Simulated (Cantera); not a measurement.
Source: NASA polynomial tables (part measured, part estimated), evaluated in Cantera. Values are per mole of reaction as written; species without (g) are pure solids or liquids, kept so even where they would boil at 1 bar.

Question: Between 300 and 2523 K, where is each reaction favourable under standard conditions?
- N(g) + BCl₃(g) + 3 H(g) = 3 HCl(g) + BN

Answer: 
- N(g) + BCl₃(g) + 3 H(g) = 3 HCl(g) + BN: ΔG° is -1188 kJ at 300 K and -622 kJ at 2523 K; it stays negative (K > 1). ΔH° is -1293 kJ and ΔS° -266 J/K at 2523 K.
